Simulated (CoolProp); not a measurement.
The numbers come from the reference Helmholtz-energy equation of state, McLinden 2015 in CoolProp.

Task: For the fluoroketone C6F12O (FK-5-1-12), give the phase and the cv (kJ/(kg K)), speed of sound (m/s), Joule-Thomson coefficient (K/MPa) at 226.85 °C and 0.0148 MPa; 226.85 °C and 0.0318 MPa; 226.85 °C and 2.17 MPa.

Result: 
- 226.85 °C and 0.0148 MPa: gas; cv 1.04, speed of sound 116, Joule-Thomson coefficient 5.55
- 226.85 °C and 0.0318 MPa: gas; cv 1.04, speed of sound 116, Joule-Thomson coefficient 5.56
- 226.85 °C and 2.17 MPa: supercritical; cv 1.07, speed of sound 85.8, Joule-Thomson coefficient 8.03
